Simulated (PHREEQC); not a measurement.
## Brine: speciation

Consider water at 50 °C with 1.2 mol H2SO4, 0.018 mol Na2SO4 and 0.00017 mol H4SiO4 per kg of water. Closed to the air; pH follows from the charge balance.

Model: Pitzer model, pitzer.dat, run in PHREEQC.

The pH is -0.17, the ionic strength comes out as 1.58 mol/kgw and the activity of water comes out as 0.953. The density is 1.057 g/cm³ and the osmotic coefficient is 1.032. The total alkalinity is -2400 meq/kg.

```tsv
species	molality	activity	log γ
H+	1.36	1.48	0.035
HSO4-	1.04	0.770	-0.129
SO4-2	0.182	0.00265	-1.837
Na+	0.0360	0.0308	-0.067
H4SiO4	0.000170	0.000166	-0.012
```

This is a speciation only: nothing precipitates in the calculation. In brines, pH and single-ion activities rest on the MacInnes convention. Away from 25 °C the constants follow the database's enthalpies or fits; those with neither stay at their 25 °C values.
